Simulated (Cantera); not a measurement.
A Cantera script and what it prints.

```python
import numpy as np
import cantera as ct

gas_names = """
    C CH CH2 CH3 CH4 C2 C2H C2H2,acetylene C2H2,vinylidene C2H3,vinyl C2H4 C2H5 C2H6 C3 C3H3,propargyl
    C3H4,allene C3H4,propyne C3H4,cyclo- C3H5,allyl C3H6,propylene C3H6,cyclo- C3H7,n-propyl
    C3H7,i-propyl C3H8 C4 C4H2 C4H4,1,3-cyclo- C4H6,butadiene C4H6,2-butyne C4H6,cyclo- C4H8,1-butene
    C4H8,cis2-buten C4H8,tr2-butene C4H8,isobutene C4H8,cyclo- C4H9,n-butyl C4H9,i-butyl C4H9,s-butyl
    C4H9,t-butyl C4H10,isobutane C4H10,n-butane C5 C5H6,1,3cyclo- C5H8,cyclo- C5H10,1-pentene
    C5H10,cyclo- C5H11,pentyl C5H11,t-pentyl C5H12,n-pentane C5H12,i-pentane CH3C(CH3)2CH3 C6H2
    C6H5,phenyl C6H6 C6H10,cyclo- C6H12,1-hexene C6H12,cyclo- C6H13,n-hexyl C7H7,benzyl C7H8
    C7H14,1-heptene C7H15,n-heptyl C7H16,n-heptane C8H8,styrene C8H10,ethylbenz C8H16,1-octene
    C8H17,n-octyl C8H18,isooctane C8H18,n-octane C9H19,n-nonyl C10H8,naphthale C10H21,n-decyl
    C12H9,o-bipheny C12H10,bipheny H H2 Si SiC SiC2 SiC4H12 SiH SiH2 SiH3 SiH4 Si2 Si2C Si3
""".split()
cond_names = """
    C(gr) C6H6(L) C7H8(L) C8H18(L),n-octa Si(cr) Si(L) SiC(b)
""".split()


def load(file, names, dense=False):
    # The tables refer to 1 bar. Condensed volumes are neglected.
    table = {s.name: s for s in ct.Species.list_from_file(file)}
    out = []
    for n in names:
        d = dict(table[n].input_data)
        d["thermo"] = dict(d["thermo"], **{"reference-pressure": 1e5})
        if dense:
            d["equation-of-state"] = {"model": "constant-volume", "density": "1e6 g/cm^3"}
        out.append(ct.Species.from_dict(d))
    return out


gas = ct.Solution(thermo="ideal-gas", species=load("nasa_gas.yaml", gas_names))
cond = {s.name: ct.Solution(thermo="fixed-stoichiometry", species=[s], name=s.name)
        for s in load("nasa_condensed.yaml", cond_names, dense=True)}
atoms = {
    'CH3SiH3': {'C': 1, 'H': 6, 'Si': 1},
    'C3H8': {'C': 3, 'H': 8},
    'H2': {'H': 2},
}
top_T = {'C(gr)': 4500, 'SiC(b)': 3050}  # K; cautious upper limits of use, not melting points


def equilibrate(T, P, feed):
    n = {}
    for name, mol in feed.items():
        for a, k in atoms[name].items():
            n[a] = n.get(a, 0.0) + k * mol
    gas.TPX = T, P, n
    mass = sum(n.values()) * gas.mean_molecular_weight
    gas.equilibrate("TP")
    valid = [c for c in cond.values() if c.min_temp <= T <= top_T.get(c.name, c.max_temp)]
    mix = ct.Mixture([(gas, mass / gas.mean_molecular_weight)] + [(c, 0.0) for c in valid])
    mix.T, mix.P = T, P
    mix.equilibrate("TP", solver="vcs", rtol=1e-11, max_steps=5000)
    return mix


results = []
T = 2173.15  # K
P = 2900  # Pa
for m in [0.014, 0.02, 0.029, 0.041, 0.058, 0.083, 0.12, 0.17, 0.24, 0.34, 0.48]:
    feed = {'CH3SiH3': 1, 'C3H8': m, 'H2': 42}  # mol
    mix = equilibrate(T, P, feed)
    results.append((T, P, feed, dict(zip(mix.species_names, mix.species_moles))))

top = {s: max(r[3][s] / sum(r[3][g] for g in gas_names) for r in results) for s in gas_names}
cols = sorted((s for s in top if top[s] > 1e-06), key=lambda s: -top[s])[:9]
seen = [c for c in cond_names if any(r[3].get(c, 0) > 1e-12 for r in results)]
print("log10 of partial pressures in bar; condensed amounts in mol")
print(f"{'n(C3H8)':>10s}" + "".join(f"{s[:9]:>10s}" for s in cols + seen))
for T, P, feed, n in results:
    ng = sum(n[g] for g in gas_names)
    print(f"{feed['C3H8']:10.4g}" + "".join(f"{np.log10(max(n[s] / ng * P / 1e5, 1e-99)):10.3f}" for s in cols)
          + "".join(f"{n.get(c, 0):10.4g}" for c in seen))
```

Output:

```
log10 of partial pressures in bar; condensed amounts in mol
   n(C3H8)        H2         H C2H2,acet        Si       SiH      SiC2      Si2C      SiH2       CH4     C(gr)    SiC(b)
     0.014    -1.551    -3.092    -4.467    -4.423    -5.530    -5.745    -5.695    -6.007    -6.787         0    0.9248
      0.02    -1.551    -3.092    -4.415    -4.449    -5.556    -5.719    -5.721    -6.033    -6.761         0    0.9288
     0.029    -1.551    -3.092    -4.344    -4.485    -5.591    -5.684    -5.757    -6.069    -6.726         0    0.9338
     0.041    -1.551    -3.092    -4.262    -4.526    -5.633    -5.643    -5.798    -6.110    -6.685         0    0.9392
     0.058    -1.551    -3.092    -4.207    -4.553    -5.660    -5.615    -5.825    -6.138    -6.658   0.02391    0.9424
     0.083    -1.551    -3.092    -4.207    -4.553    -5.660    -5.615    -5.825    -6.138    -6.658   0.09858    0.9422
      0.12    -1.551    -3.092    -4.207    -4.553    -5.660    -5.615    -5.825    -6.138    -6.658    0.2091     0.942
      0.17    -1.551    -3.092    -4.207    -4.553    -5.660    -5.615    -5.825    -6.138    -6.658    0.3584    0.9418
      0.24    -1.551    -3.092    -4.207    -4.553    -5.660    -5.615    -5.825    -6.138    -6.658    0.5675    0.9414
      0.34    -1.551    -3.092    -4.207    -4.553    -5.660    -5.615    -5.825    -6.138    -6.658    0.8662    0.9409
      0.48    -1.551    -3.092    -4.207    -4.553    -5.660    -5.615    -5.825    -6.138    -6.658     1.284    0.9402
```

These are equilibrium values from Cantera (NASA tables, ideal gas, pure condensed phases), not measurements of a reactor. The feed counts by its element totals alone. Gases not in the tables: Si2H6 and higher silanes.
